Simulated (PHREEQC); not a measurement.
A solution holds 0.24 mol H3PO4, 0.0079 mol Na2B4O7 and 0.00026 mol NaCl per kg of water, at 45 °C. Closed to the air; pH follows from the charge balance.

Equilibrium calculation in PHREEQC: ion-association model, phreeqc.dat.

Each row changes one thing in this solution. No solid was allowed to form.

| case | pH | ionic strength (mol/kgw) | H3PO4 (mol/kgw) | H2PO4- (mol/kgw) | HPO4-2 (mol/kgw) | NaHPO4- (mol/kgw) | SI of Halite (NaCl) |
|---|---|---|---|---|---|---|---|
| as made | 1.57 | 0.0477 | 0.193 | 0.0475 | 2.19e-7 | 3.12e-9 | -7.14 |
| temperature from 45 to 15 °C | 1.49 | 0.0542 | 0.186 | 0.0539 | 1.75e-7 | 2.50e-9 | -7.12 |
| temperature from 45 to 55 °C | 1.59 | 0.0461 | 0.194 | 0.0458 | 2.35e-7 | 3.34e-9 | -7.15 |
| diluted 5-fold with water | 1.93 | 0.0165 | 0.0316 | 0.0164 | 1.41e-7 | 5.25e-10 | -8.48 |
| Na2B4O7 from 0.0079 to 0.00158 mol/kgw | 1.49 | 0.0410 | 0.199 | 0.0407 | 1.52e-7 | 4.83e-10 | -7.80 |
| NaCl from 0.00026 to 5.2e-05 mol/kgw | 1.57 | 0.0475 | 0.193 | 0.0475 | 2.19e-7 | 3.08e-9 | -7.84 |

Species that the database lacks are ignored. At this temperature some constants are extrapolated from 25 °C, and those without enthalpy data are left unchanged.
